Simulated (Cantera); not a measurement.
Input: 1 mol CO2, 0.08 mol SO2, at 91.0 mbar.

Cantera equilibrium calculation (NASA polynomials, part measured and part estimated; ideal gas, pure solids and liquids). Candidate condensed phases: C, S; 22 gas species. Equilibrium is a limit: real reactors are often held back by kinetics, nucleation or transport.

x: gas mole fraction; nothing condenses.

```csv
T (K),x CO2,x CO,x O2,x O,x SO2,x SO
900,0.926,7.97e-7,2.87e-11,<1e-12,0.0741,1.54e-9
1100,0.926,7.82e-6,2.75e-7,4.34e-12,0.0741,2.45e-8
1300,0.926,8.16e-5,3.31e-5,3.37e-9,0.0741,3.61e-7
1500,0.925,0.000771,0.000379,2.62e-7,0.0740,4.43e-6
1700,0.919,?,?,?,0.0739,?
1900,0.900,?,?,?,0.0733,?
2100,0.850,0.0515,0.0256,0.000738,0.0716,0.000522
2300,0.749,0.119,0.0584,0.00398,0.0680,0.00147
2500,0.591,0.223,0.105,0.0156,0.0616,0.00350
2700,0.404,0.339,0.150,0.0464,0.0520,0.00725
2900,0.236,0.432,0.170,0.108,0.0395,0.0131
```

### Question
Complete the blanks.

### Answer

- 1700, x CO: 0.00444
- 1700, x O2: 0.00222
- 1700, x O: 6.99e-6
- 1700, x SO: 3.14e-5
- 1900, x CO: 0.0175
- 1900, x O2: 0.00876
- 1900, x O: 9.26e-5
- 1900, x SO: 0.000148
